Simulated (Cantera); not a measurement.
A Cantera script and its output.

```python
import numpy as np
import cantera as ct

gas = ct.Solution("gri30.yaml")
gas.TPX = 1675, 10, {'C3H8': 1, 'H2': 9.4}
inlet = ct.Reservoir(gas, clone=True)

reactor = ct.IdealGasConstPressureReactor(gas, energy="off", clone=False)
exhaust = ct.Reservoir(gas, clone=True)
tau = [0.61, 0.26, 0.11, 0.049, 0.021, 0.0093, 0.004, 0.0018][0]
for a, b in ((inlet, reactor), (reactor, exhaust)):
    ct.MassFlowController(a, b, mdot=lambda t: reactor.mass / tau)
net = ct.ReactorNet([reactor])
show = ['C3H8', 'H2', 'H', 'CH4', 'C2H', 'CH3']

rows = []
print(f"{'tau/s':>10s}{'T/K':>9s}" + "".join(f"{s:>11s}" for s in show))
for tau in [0.61, 0.26, 0.11, 0.049, 0.021, 0.0093, 0.004, 0.0018]:
    net.initial_time = 0.0
    net.advance(30 * tau)
    before = gas.X
    net.advance(40 * tau)
    drift = np.max(np.abs(gas.X - before) / (gas.X + 1e-9))
    rows.append([gas.T, *gas[show].X, drift])
    print(f"{tau:10.3e}{gas.T:9.1f}" + "".join(f"{x:11.3e}" for x in gas[show].X))
```

Result:

```
     tau/s      T/K       C3H8         H2          H        CH4        C2H        CH3
 6.100e-01   1675.0  1.011e-03  8.260e-01  4.857e-03  8.208e-02  1.827e-06  1.085e-02
 2.600e-01   1675.0  2.247e-03  8.198e-01  5.257e-03  8.746e-02  1.586e-06  1.404e-02
 1.100e-01   1675.0  5.015e-03  8.168e-01  5.580e-03  8.667e-02  1.176e-06  1.826e-02
 4.900e-02   1675.0  1.070e-02  8.189e-01  5.565e-03  7.833e-02  6.706e-07  2.341e-02
 2.100e-02   1675.0  2.381e-02  8.307e-01  4.751e-03  5.877e-02  2.076e-07  2.852e-02
 9.300e-03   1675.0  4.712e-02  8.548e-01  3.180e-03  3.101e-02  2.617e-08  2.743e-02
 4.000e-03   1675.0  7.253e-02  8.812e-01  1.709e-03  9.207e-03  1.173e-09  1.718e-02
 1.800e-03   1675.0  8.623e-02  8.948e-01  8.764e-04  1.962e-03  3.660e-11  7.891e-03
```

Model: GRI-Mech 3.0 (53 species, 325 reactions), integrated in Cantera. GRI-Mech 3.0 was tuned for natural gas; its chemistry of propane as a main component is partial and can be far from experiment. GRI-Mech 3.0 stops at C3 and has no aromatics, soot or wall deposition, so with more carbon than oxygen in the feed, carbon stays in small species such as C2H2 where larger ones or solid carbon would form. Radical loss at walls, strong at low pressure, is not modelled.
